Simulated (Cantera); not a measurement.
Input: 1 mol MgO, 0.014 mol HI, 0.23 mol O₂, at 21.8 Torr.

Equilibrium computed with Cantera from the NASA thermochemical tables; the gas is ideal and each condensed phase is pure. Candidate condensed phases: H₂O, I₂, Mg, MgI₂, MgO, Mg(OH)₂; 20 gas species. Kinetics and transport are ignored. All values below are at 1102 °C.

Base state: O₂ 0.915, I 0.0562, H₂O 0.0283, I₂ 0.000188, OH 4.44e-5, HI 1.35e-5 (mole fractions); condensed: MgO(s).

What changes in the equilibrium state with this change: HI from 0.014 to 0.2 mol?


| species | before | after |
|---|---|---|
| I | 0.0562 | 0.401 |
| O₂ | 0.915 | 0.379 |
| H₂O | 0.0283 | 0.210 |
| I₂ | 0.000188 | 0.00956 |
| HI | 1.35e-5 | 0.000329 |
| MgO(s), mol | 1.00 | 1.00 |
